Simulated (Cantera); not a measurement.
An isothermal, constant-pressure homogeneous reactor starts with CH4 : H2 : CO2 = 0.0032 : 1 : 0.018 (molar parts), at 2450 K and 0.247 atm.

Cantera simulation using GRI-Mech 3.0 (53 species, 325 reactions); the numbers are that mechanism's predictions, not measurements.

One state of this run: x CH4 = 2.65e-5; x H2 = 0.928; x CO2 = 5.05e-5; x HO2 = 1.73e-11; x H2O2 = 5.89e-12; x O2 = 1.86e-8; x H2O = 0.0142. x: mole fraction; the columns are a selection and need not sum to one.

Task: Which value of t (s) does it belong to?
A) 0.000988
B) 0.00977
C) 0.000100
D) 0.000314

Result: B, 0.00977
